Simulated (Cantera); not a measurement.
An isothermal, constant-pressure homogeneous reactor starts with 17.5 % NO, 82.5 % N₂, at 1725 K and 20000 Pa.

Cantera simulation using GRI-Mech 3.0 (53 species, 325 reactions); the numbers are that mechanism's predictions, not measurements.

x: mole fraction; the columns are a selection and need not sum to one.

```
t (s)      x NO      x O    x N₂O     x NO₂   x N₂      x O₂
--------  -----  -------  -------  --------  -----  --------
2.00e-5   0.175  1.40e-8  1.41e-8  1.38e-10  0.825  1.60e-12
7.06e-5   0.175      ___      ___       ___  0.825  1.97e-11
0.000249  0.175  1.58e-7  1.75e-7   1.97e-8  0.825  2.34e-10
0.000879  0.175  4.40e-7  6.05e-7   1.97e-7  0.825   2.59e-9
0.00310   0.175  9.83e-7  2.00e-6   1.38e-6  0.825   2.94e-8
0.0110    0.175  2.47e-6  5.70e-6   6.58e-6  0.825   5.33e-7
0.0387    0.175  5.39e-6  1.07e-5   1.80e-5  0.825   1.17e-5
0.136     0.175  6.04e-6  1.19e-5   2.06e-5  0.825   8.48e-5
0.482     0.175  6.41e-6  1.18e-5   2.20e-5  0.825  0.000350
1.70      0.173      ___  1.15e-5       ___  0.826       ___
6.00      0.166  1.06e-5  1.06e-5   3.66e-5  0.829   0.00453
```

Question: What belongs in the gaps?

Answer: 
- 7.06e-5, x O: 4.83e-8
- 7.06e-5, x N₂O: 4.98e-8
- 7.06e-5, x NO₂: 1.70e-9
- 1.70, x O: 7.58e-6
- 1.70, x NO₂: 2.62e-5
- 1.70, x O₂: 0.00128
